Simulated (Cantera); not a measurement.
Feed: 1 mol Si₂H₆, a varied amount of H₂O, 29 mol N₂, at 2048 K and 0.0100 bar.

Method: chemical equilibrium by Gibbs-energy minimisation in Cantera with the NASA 1993 tables (ideal gas, pure condensed phases). Candidate condensed phases: H₂O, Si, SiO₂, Si₂N₂O, Si₃N₄; 35 gas species. The feed counts by its element totals alone. The tables hold silica as quartz up to 1696 K and as liquid above; real silica turns to tridymite and cristobalite and melts near 1996 K. Gases not in the tables: Si₂H₆ and higher silanes. Equilibrium is a limit: real reactors are often held back by kinetics, nucleation or transport.

Q: Which condensed phases are stable at each of these points (n(H₂O) (mol)): 0.15, 0.26, 0.45, 0.78, 1.3, 2.3, 4.1, 7, 12?

A: 
| n(H₂O) (mol) | condensed phases | Si condensed (%) |
|---|---|---|
| 0.15 | Si(l) | 78.6 |
| 0.26 | Si(l) | 73.0 |
| 0.45 | Si(l) | 63.3 |
| 0.78 | Si(l) | 46.5 |
| 1.3 | Si(l) | 20.1 |
| 2.3 | gas only | 0.0 |
| 4.1 | SiO₂(l) | 16.3 |
| 7 | SiO₂(l) | 54.1 |
| 12 | SiO₂(l) | 74.7 |

From 0.15 mol H₂O to 1.3 mol H₂O the condensed part is Si(l). At 2.3 mol H₂O nothing is condensed. From 4.1 mol H₂O to 12 mol H₂O the condensed part is SiO₂(l).
